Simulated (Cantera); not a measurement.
Feed: 1 mol Cr2O3, 220 mol H2, 2.2 mol N2, held at 34.0 Pa.

Cantera equilibrium calculation (NASA polynomials, part measured and part estimated; ideal gas, pure solids and liquids). Candidate condensed phases: Cr, CrN, Cr2N, Cr2O3, H2O; 29 gas species. Mutual solubility and eutectic melting of coexisting phases are not modelled. Equilibrium is a limit: real reactors are often held back by kinetics, nucleation or transport.

Which condensed phases are stable at each of these points (T (K)): 1098, 1198, 1298, 1398, 1498, 1598, 1698, 1798, 1898, 1998, 2098?


```tsv
T (K)	condensed phases	Cr condensed (%)
1098	Cr(s) + Cr2O3(s)	100.0
1198	Cr(s) + Cr2O3(s)	100.0
1298	Cr(s) + Cr2O3(s)	99.9
1398	Cr(s) + Cr2O3(s)	98.1
1498	Cr2O3(s)	88.2
1598	Cr2O3(s)	63.1
1698	gas only	0.0
1798	gas only	0.0
1898	gas only	0.0
1998	gas only	0.0
2098	gas only	0.0
```

From 1098 K to 1398 K the condensed part is Cr(s) + Cr2O3(s). From 1498 K to 1598 K the condensed part is Cr2O3(s). From 1698 K to 2098 K nothing is condensed.
